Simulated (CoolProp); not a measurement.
The fluid at 293.15 K and 10.3 MPa is throttled through a valve to 4.58 MPa with no heat exchange. The same conditions are run with several fluids, on thermodynamics alone (safety and materials aside).

The numbers come from the reference Helmholtz-energy equation of state of each fluid (C2F6 (R116): Lemmon 2006; methane: Setzmann 1991; fluorine: de Reuck 1990; CF4 (R14): Platzer 1990; ethylene: Smukala 2000) in CoolProp. The equations of Platzer and Polt are older, rougher fits.

### Question
Rank C2F6 (R116), methane, fluorine, CF4 (R14), ethylene by temperature change (K), highest first.

### Answer
C2F6 (R116) (-3.8), fluorine (-9.6), ethylene (-15.1), methane (-23.7), CF4 (R14) (-29.3)

| fluid | final phase | final density (kg/m³) |
|---|---|---|
| C2F6 (R116) | liquid | 1070 |
| methane | gas | 37.0 |
| fluorine | gas | 75.6 |
| CF4 (R14) | supercritical | 258 |
| ethylene | two-phase, vapour fraction 0.093 | 272 |
